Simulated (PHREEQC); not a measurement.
**Alkaline etch or developer: an equilibrium model**

Dissolve 0.0015 mol/kgw NaOH, 4e-06 mol/kgw H4SiO4 and 0.08 mol/kgw K3PO4 at 65 °C. Closed to the air; pH follows from the charge balance.

Equilibrium calculation in PHREEQC: ion-association model, phreeqc.dat.

No solid was allowed to form.

### Question
Estimate the pH.

### Answer
pH 11.22.

### Question
In which forms is Si present?

### Answer
H3SiO4- 79 %, H2SiO4-2 21 %, H4SiO4 0.6 % of the Si.

Constants without temperature data keep their 25 °C values here.
